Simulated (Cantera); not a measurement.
Feed: 1 mol Si, 5.2 mol HCl, 9.6 mol H2, 0.83 mol Cl2, held at 748.15 K and 3.20 bar.

These are equilibrium values from Cantera (NASA tables, ideal gas, pure condensed phases), not measurements of a reactor. Candidate condensed phases: Si; 19 gas species. Equilibrium is a limit: real reactors are often held back by kinetics, nucleation or transport.

Base state: H2 0.736, HCl 0.196, SiCl4 0.0682, SiHCl3 0.000113 (mole fractions); condensed: gas only.

Question: What changes in the equilibrium state with this change: 1.5 mol H2O added?

Answer: 
```json
[
 {"species": "H2", "before": "0.736", "after": "0.638"},
 {"species": "HCl", "before": "0.196", "after": "0.347"},
 {"species": "SiCl4", "before": "0.0682", "after": "0.0148"},
 {"species": "SiHCl3", "before": "0.000113", "after": "1.20e-5"},
 {"species": "SiO2(α-quartz), mol", "before": "0", "after": "0.750"}
]
```
Further candidate phases: H2O, SiO2.
